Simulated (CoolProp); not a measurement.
Vapour-liquid equilibrium of acetone (1) + toluene (2) at 469 K; x and y are mole fractions of (1).

Values from CoolProp's multi-fluid Helmholtz-energy mixture model, Lemmon 2006 and Lemmon 2006; pair parameters Bell 2016.

| x | bubble pressure (kPa) | y at the bubble point | dew pressure at overall composition x (kPa) | liquid density (mol/L) |
|---|---|---|---|---|
| 0.05 | 811.7 | 0.160 | 729.1 | 7.472 |
| 0.2 | 1121 | 0.438 | 846.8 | 7.696 |
| 0.35 | 1397 | 0.595 | 1004 | 7.930 |
| 0.5 | 1658 | 0.708 | 1219 | 8.173 |
| 0.65 | 1918 | 0.801 | 1517 | 8.427 |
| 0.8 | 2189 | 0.887 | 1914 | 8.692 |
| 0.95 | 2478 | 0.971 | 2403 | 8.968 |

No azeotrope shows between x = 0.05 and 0.95.

Pair parameters are fitted to limited data, so mixtures are less certain than the pure fluids. The gap from Raoult's law changes sign with composition, which may be real or a fault of the pair parameters; it wasn't checked against measurements.
